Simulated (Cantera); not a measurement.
**Adiabatic ignition**

An adiabatic, constant-pressure homogeneous reactor starts with 4.23 % CH4, 20.1 % O2, 75.7 % N2, at 1275 K and 15.0 bar.

Computed with Cantera and GRI-Mech 3.0 (53 species, 325 reactions). The pressure lies above the range GRI-Mech 3.0 was tuned for (to about 10 atm).

| t (s) | T (K) | x CH4 | x O2 | x HCO | x O | x C2H2 | x H | x CO |
|---|---|---|---|---|---|---|---|---|
| 8.00e-6 | 1275 | 0.0423 | 0.201 | <1e-12 | 1.75e-10 | <1e-12 | 6.00e-11 | 2.40e-11 |
| 1.86e-5 | 1275 | 0.0423 | 0.201 | <1e-12 | 4.67e-10 | <1e-12 | 1.53e-10 | 3.41e-10 |
| 4.33e-5 | 1275 | 0.0423 | 0.201 | 1.26e-12 | 1.54e-9 | <1e-12 | 5.36e-10 | 5.85e-9 |
| 0.000101 | 1275 | 0.0422 | 0.201 | 1.55e-11 | 6.06e-9 | <1e-12 | 2.60e-9 | 1.48e-7 |
| 0.000234 | 1276 | 0.0421 | 0.201 | 1.73e-10 | 1.54e-8 | 4.63e-11 | 9.17e-9 | 4.09e-6 |
| 0.000544 | 1280 | 0.0415 | 0.201 | 2.21e-9 | 5.35e-8 | 4.05e-9 | 5.13e-8 | 9.77e-5 |
| 0.00126 | 2165 | <1e-12 | 0.116 | 5.20e-12 | 0.000191 | <1e-12 | 9.13e-6 | 0.000151 |
| 0.00294 | 2165 | <1e-12 | 0.116 | 5.18e-12 | 0.000190 | <1e-12 | 9.11e-6 | 0.000151 |
| 0.00684 | 2164 | <1e-12 | 0.116 | 5.14e-12 | 0.000189 | <1e-12 | 9.06e-6 | 0.000150 |
| 0.0159 | 2163 | <1e-12 | 0.116 | 5.04e-12 | 0.000187 | <1e-12 | 8.95e-6 | 0.000149 |
| 0.0370 | 2160 | <1e-12 | 0.115 | 4.85e-12 | 0.000183 | <1e-12 | 8.72e-6 | 0.000146 |
| 0.0860 | 2154 | <1e-12 | 0.114 | 4.54e-12 | 0.000176 | <1e-12 | 8.34e-6 | 0.000142 |
| 0.200 | 2149 | <1e-12 | 0.113 | 4.24e-12 | 0.000169 | <1e-12 | 7.97e-6 | 0.000137 |
x: mole fraction; the columns are a selection and need not sum to one.

The time of steepest temperature rise comes out as 0.929 ms. The temperature at 0.200 s comes out as 2149 K and the equilibrium temperature is 2147 K. The x(CH4) at 0.200 s comes out as <1e-12 (gas-phase equilibrium <1e-12). The x(O2) at 0.200 s is 0.113 (gas-phase equilibrium 0.112) and the x(HCO) at 0.200 s comes out as 4.24e-12 (gas-phase equilibrium 4.13e-12).
